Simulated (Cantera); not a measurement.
Feed: 1 mol MgO, a varied amount of C, 0.041 mol H₂, held at 2575 °C and 10.0 mbar.

These are equilibrium values from Cantera (NASA tables, ideal gas, pure condensed phases), not measurements of a reactor. Candidate condensed phases: C, C₆H₆, C₇H₈, C₈H₁₈, H₂O, Mg, MgCO₃, MgO, Mg(OH)₂; 116 gas species. The tables' values for MgH are old estimates; treat these amounts as uncertain. The numbers say what is thermodynamically allowed, not how fast it happens.

Question: At 0.027 mol C, list the 4 most abundant gas species with their mole fractions, and the condensed phases.

Answer: Mg 0.540, O 0.240, O₂ 0.134, H 0.0294. Condensed: gas only.
